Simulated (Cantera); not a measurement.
Source: NASA polynomial tables (part measured, part estimated), evaluated in Cantera. Values are per mole of reaction as written; species without (g) are pure solids or liquids, kept so even where they would boil at 1 bar.

Problem. Between 575 and 775 K, where is each reaction favourable under standard conditions?
- 2 PbS + C = 2 Pb(g) + CS₂(g)

Solution. 
- 2 PbS + C = 2 Pb(g) + CS₂(g): ΔG° is 476 kJ at 575 K and 400 kJ at 775 K; it stays positive (K < 1). ΔH° is 692 kJ and ΔS° 378 J/K at 775 K.
